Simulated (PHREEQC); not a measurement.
## Nickel, zinc or cadmium bath (model solution)

Consider water at 25 °C with 0.07 mol/kgw NiSO4, 0.00012 mol/kgw KCl and 3e-05 mol/kgw FeSO4. Closed to the air; pH follows from the charge balance.

Computed with PHREEQC (ion-association model, wateq4f.dat).

Each row changes one thing in this solution. Precipitation was switched off in this run.

```
case                                            pH  ionic strength (mol/kgw)  SO4-2 (mol/kgw)  Cl- (mol/kgw)  Fe+2 (mol/kgw)  FeSO4 (mol/kgw)  SI of Melanterite (FeSO4:7H2O)
--------------------------------------------  ----  ------------------------  ---------------  -------------  --------------  ---------------  ------------------------------
as made                                       6.04                     0.158           0.0394       0.000116         1.71e-5          1.29e-5                           -4.92
KCl replaced by RbCl at the same molality     6.04                     0.158           0.0394       0.000116         1.71e-5          1.29e-5                           -4.92
KCl from 0.00012 to 6e-05 mol/kgw             6.04                     0.158           0.0394        5.82e-5         1.71e-5          1.29e-5                           -4.92
NiSO4 left out                                6.86                  0.000239          2.98e-5       0.000120         2.98e-5          1.37e-7                           -6.90
0.012 mol/kgw Cs2SO4 added                    6.08                     0.185           0.0492       0.000117         1.63e-5          1.37e-5                           -4.89
NiSO4 replaced by CuSO4 at the same molality  4.58                     0.151           0.0377       0.000116         1.72e-5          1.28e-5                           -4.92
NiSO4 from 0.07 to 0.007 mol/kgw              6.24                    0.0212          0.00527       0.000119         2.28e-5          7.18e-6                           -5.18
```

Some of these states are supersaturated (in Antlerite, Brochantite, for instance).
